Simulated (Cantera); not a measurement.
Charge: 1 mol ZrO2, 14 mol H2, 2.7 mol H2O, held at 0.00210 bar.

Equilibrium computed with Cantera from the NASA thermochemical tables; the gas is ideal and each condensed phase is pure. Candidate condensed phases: H2O, Zr, ZrO2; 12 gas species. Equilibrium is a limit: real reactors are often held back by kinetics, nucleation or transport.

Question: Which condensed phases are stable at each of these points (T (K)): 1273, 1373, 1473, 1573, 1673, 1773, 1873, 1973, 2073?

Answer: 
| T (K) | condensed phases | Zr condensed (%) |
|---|---|---|
| 1273 | ZrO2(monoclinic) | 100.0 |
| 1373 | ZrO2(monoclinic) | 100.0 |
| 1473 | ZrO2(monoclinic) | 100.0 |
| 1573 | ZrO2(tetragonal) | 100.0 |
| 1673 | ZrO2(tetragonal) | 100.0 |
| 1773 | ZrO2(tetragonal) | 100.0 |
| 1873 | ZrO2(tetragonal) | 100.0 |
| 1973 | ZrO2(tetragonal) | 100.0 |
| 2073 | ZrO2(tetragonal) | 100.0 |

From 1273 K to 1473 K the condensed part is ZrO2(monoclinic). From 1573 K to 2073 K the condensed part is ZrO2(tetragonal).
